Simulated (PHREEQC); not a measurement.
A PHREEQC speciation (ion-association model, phreeqc.dat) at 25 °C gives pH 5.63 and these molalities:

| species | mol/kgw |
|---|---|
| Zn+2 | 0.0208 |
| SO4-2 | 0.0186 |
| ZnSO4 | 0.0140 |
| Zn(SO4)2-2 | 0.00218 |
| ZnOH+ | 4.89e-6 |

Task: What are the element totals, and what could have been dissolved in 1 kg of water to give them?

Result: Several could match; the one computed here: totals S(6) 0.0370, Zn 0.0370 mol/kgw, from 0.037 mol ZnSO4 per kg of water.

This is a speciation only: nothing precipitates in the calculation. Species that the database lacks are ignored.
